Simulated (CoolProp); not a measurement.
Saturation properties of methane (Tc = -82.6 °C, pc = 4.599 MPa, ω = 0.011).

Computed with CoolProp (reference Helmholtz-energy equation of state, Setzmann 1991).

| T (°C) | p (MPa) | vapour Z | liquid viscosity (µPa s) | vapour viscosity (µPa s) | liquid conductivity (mW/(m K)) |
|---|---|---|---|---|---|
| -123.95 | 1.003 | 0.8238 | 58.2 | 5.85 | 130 |
| -120.55 | 1.168 | 0.8042 | 54.8 | 6.03 | 126 |
| -117.15 | 1.351 | 0.7832 | 51.7 | 6.22 | 121 |
| -113.75 | 1.554 | 0.7606 | 48.6 | 6.44 | 116 |
| -110.45 | 1.771 | 0.7370 | 45.7 | 6.67 | 111 |
| -107.05 | 2.017 | 0.7109 | 42.8 | 6.94 | 106 |
| -103.65 | 2.287 | 0.6825 | 40.0 | 7.25 | 101 |
| -100.25 | 2.581 | 0.6513 | 37.2 | 7.61 | 96.3 |
| -96.85 | 2.903 | 0.6167 | 34.3 | 8.06 | 91.2 |
| -93.45 | 3.253 | 0.5775 | 31.4 | 8.62 | 86.1 |
| -90.05 | 3.634 | 0.5313 | 28.3 | 9.37 | 81.0 |

It boils at -161.5 °C under 1 atm.

Viscosity comes from a separate model (Quiñones-Cisneros 2006). Thermal conductivity comes from a separate model (Friend 1989).
